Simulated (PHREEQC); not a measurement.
Dissolve 0.015 mol/kgw MgSO4 at 20 °C. Closed to the air; pH follows from the charge balance.

Equilibrium calculation in PHREEQC: ion-association model, phreeqc.dat.

This is a speciation only: nothing precipitates in the calculation.

Q: Predict the ionic strength, specific conductance.

A: ionic strength 0.0396 mol/kgw; specific conductance 1830 µS/cm.

Q: In which forms is S present?

A: SO4-2 66 %, MgSO4 34 % of the S.
